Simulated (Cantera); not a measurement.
A freely propagating, adiabatic, planar premixed flame of 6.64 % CH₄, 6.64 % H₂, 18.3 % O₂, 68.4 % N₂, equivalence ratio 0.91, unburnt at 375 K and 0.470 bar; multicomponent+Soret transport, grid criteria slope 0.08 and curve 0.16, no radiation.

Model: GRI-Mech 3.0 (53 species, 325 reactions), integrated in Cantera. Burning velocities carry a grid error of a few per cent, more on coarse grids.

Predict: laminar burning velocity; thermal thickness; peak x(CH₂); peak x(C₂H₂).


```json
{
  "laminar_burning_velocity": "96.8 cm/s",
  "thermal_thickness": "0.647 mm",
  "peak x(CH₂)": "2.76e-5",
  "peak x(C₂H₂)": "1.93e-5"
}
```
